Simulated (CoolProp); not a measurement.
Vapour-liquid equilibrium of R1234yf (1) + R1234ze(E) (2) at 230.3 K; x and y are mole fractions of (1).

The numbers come from the multi-fluid Helmholtz-energy mixture model, Lemmon 2022 and Thol 2016; pair parameters Bell 2022 in CoolProp.

| x | bubble pressure, mixture model (kPa) | bubble pressure, Raoult's law (kPa) | y, mixture model | y, Raoult's law |
|---|---|---|---|---|
| 0.05 | 32.81 | 32.61 | 0.087 | 0.083 |
| 0.2 | 36.52 | 35.99 | 0.305 | 0.300 |
| 0.35 | 39.96 | 39.37 | 0.479 | 0.480 |
| 0.5 | 43.25 | 42.75 | 0.626 | 0.632 |
| 0.65 | 46.48 | 46.13 | 0.754 | 0.761 |
| 0.8 | 49.70 | 49.51 | 0.867 | 0.873 |
| 0.95 | 52.94 | 52.90 | 0.969 | 0.970 |

The largest gap from Raoult's law is +1.5 % in bubble pressure, at x = 0.35. No azeotrope shows between x = 0.05 and 0.95.

Pair parameters are fitted to limited data, so mixtures are less certain than the pure fluids.
